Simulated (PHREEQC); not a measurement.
# Hard or scaling water (model solution)

Dissolve 4.9e-05 mol Ca(HCO3)2, 0.011 mol CO2 and 4.2e-06 mol H4SiO4 per kg of water at 17 °C. Closed to the air; pH follows from the charge balance.

Model: ion-association model, wateq4f.dat, run in PHREEQC.

- pH = 4.48
- ionic strength = 0.000181 mol/kgw
- total alkalinity = 0.0980 meq/kg

```json
[
 {"species": "CO2", "molality": "0.0110", "activity": "0.0110", "log γ": "0.000"},
 {"species": "HCO3-", "molality": "0.000132", "activity": "0.000130", "log γ": "-0.007"},
 {"species": "Ca+2", "molality": "4.89e-5", "activity": "4.60e-5", "log γ": "-0.026"},
 {"species": "H+", "molality": "3.39e-5", "activity": "3.34e-5", "log γ": "-0.007"},
 {"species": "H4SiO4", "molality": "4.20e-6", "activity": "4.20e-6", "log γ": "0.000"},
 {"species": "CaHCO3+", "molality": "6.70e-8", "activity": "6.59e-8", "log γ": "-0.007"}
]
```

This is a speciation only: nothing precipitates in the calculation. Complexes and solids missing from the database can't appear.
